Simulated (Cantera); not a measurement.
Feed: 1 mol Si, 5.4 mol HCl, 8 mol H₂, at 2.20 bar.

Cantera equilibrium calculation (NASA polynomials, part measured and part estimated; ideal gas, pure solids and liquids). Candidate condensed phases: Si; 19 gas species. The tables' values for SiCl₃ are old estimates; treat these amounts as uncertain. Kinetics and transport are ignored. All values below are at 1323 K.

Base state: H₂ 0.781, HCl 0.139, SiCl₄ 0.0564, SiHCl₃ 0.0161, SiCl₃ 0.00484, SiCl₂ 0.00227, SiH₂Cl₂ 0.000655 (mole fractions); condensed: gas only.

Q: What changes in the equilibrium state with this change: HCl from 5.4 to 2 mol?

A: 
```tsv
species	before	after
H₂	0.781	0.901
HCl	0.139	0.0484
SiCl₄	0.0564	0.0184
SiHCl₃	0.0161	0.0174
SiH₃Cl	7.55e-6	9.04e-5
SiH₂Cl₂	0.000655	0.00236
Si(s), mol	0	0.516
```
